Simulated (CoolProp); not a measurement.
Properties of n-perfluorobutane along the isotherm -0.75 °C (Tc = 113.2 °C, pc = 2.322 MPa, ω = 0.372).

Model: reference Helmholtz-energy equation of state, Gao 2022, in CoolProp.

```
p (MPa)   phase        Z  speed of sound (m/s)  Joule-Thomson coefficient (K/MPa)  expansivity (1/kK)
-------  ------  -------  --------------------  ---------------------------------  ------------------
1.25     liquid  0.08222                 490.0                            -0.2269               2.203
2.5      liquid   0.1638                 498.9                            -0.2354               2.146
3.75     liquid   0.2447                 507.4                            -0.2431               2.094
5        liquid   0.3250                 515.6                            -0.2501               2.046
6.25     liquid   0.4048                 523.6                            -0.2564               2.002
7.5      liquid   0.4841                 531.2                            -0.2623               1.961
8.75     liquid   0.5628                 538.7                            -0.2676               1.923
10       liquid   0.6411                 545.9                            -0.2726               1.888
```
